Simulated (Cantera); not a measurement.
Input (Python, Cantera) and output of one run.

```python
import numpy as np
import cantera as ct

gas_names = """
    B BCL BCL2 BCL3 BH BH2 BH3 BN B2 CL CL2 H HCL H2 N NH NH2 NH3 N2 N2H2 N2H4
""".split()
cond_names = """
    B(b) B(L) BN(s) NH4CL(a) NH4CL(b)
""".split()


def load(file, names, dense=False):
    # The tables refer to 1 bar. Condensed volumes are neglected.
    table = {s.name: s for s in ct.Species.list_from_file(file)}
    out = []
    for n in names:
        d = dict(table[n].input_data)
        d["thermo"] = dict(d["thermo"], **{"reference-pressure": 1e5})
        if dense:
            d["equation-of-state"] = {"model": "constant-volume", "density": "1e6 g/cm^3"}
        out.append(ct.Species.from_dict(d))
    return out


gas = ct.Solution(thermo="ideal-gas", species=load("nasa_gas.yaml", gas_names))
cond = {s.name: ct.Solution(thermo="fixed-stoichiometry", species=[s], name=s.name)
        for s in load("nasa_condensed.yaml", cond_names, dense=True)}
atoms = {
    'BN': {'B': 1, 'N': 1},
    'HCl': {'H': 1, 'CL': 1},
    'H2': {'H': 2},
}
top_T = {'BN(s)': 3200}  # K; cautious upper limits of use, not melting points


def equilibrate(T, P, feed):
    n = {}
    for name, mol in feed.items():
        for a, k in atoms[name].items():
            n[a] = n.get(a, 0.0) + k * mol
    gas.TPX = T, P, n
    mass = sum(n.values()) * gas.mean_molecular_weight
    gas.equilibrate("TP")
    valid = [c for c in cond.values() if c.min_temp <= T <= top_T.get(c.name, c.max_temp)]
    mix = ct.Mixture([(gas, mass / gas.mean_molecular_weight)] + [(c, 0.0) for c in valid])
    mix.T, mix.P = T, P
    mix.equilibrate("TP", solver="vcs", rtol=1e-11, max_steps=5000)
    return mix


results = []
feed = {'BN': 1, 'HCl': 55, 'H2': 25}  # mol
T = 725  # K
P = 59000  # Pa
mix = equilibrate(T, P, feed)
results.append((T, P, feed, dict(zip(mix.species_names, mix.species_moles))))
x = sorted(zip(gas.X, gas.species_names), reverse=True)
print(f"T = {T:g} K  P = {P:g} Pa  gas = {mix.phase_moles(0):.4g} mol")
print("   x: " + "  ".join(f"{s} {v:.3e}" for v, s in x if v > 0.0001))
print("   condensed (mol): " + ("  ".join(f"{mix.phase(i).name} {mix.phase_moles(i):.4g}"
      for i in range(1, mix.n_phases) if mix.phase_moles(i) > 1e-12) or "none"))
```

Result:

```
T = 725 K  P = 59000 Pa  gas = 80 mol
   x: HCL 6.875e-01  H2 3.125e-01
   condensed (mol): BN(s) 0.9996
```

These are equilibrium values from Cantera (NASA tables, ideal gas, pure condensed phases), not measurements of a reactor.
